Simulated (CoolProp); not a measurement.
Vapour-liquid equilibrium of C2F6 (R116) (1) + R143a (2) at 2.91 bar; x and y are mole fractions of (1).

Values from CoolProp's multi-fluid Helmholtz-energy mixture model, Lemmon 2006 and Lemmon and Jacobsen 2000; pair parameters Bell 2016.

Give the bubble temperature and the first vapour's composition at x = 0.5, 0.65, 0.95. Is there an azeotrope?

x = 0.5: -51.9 °C, y = 0.800; x = 0.65: -53.5 °C, y = 0.838; x = 0.95: -55.7 °C, y = 0.959. No azeotrope shows between x = 0.05 and 0.95.

The pair parameters rest on a limited set of measurements; away from them the model extrapolates.
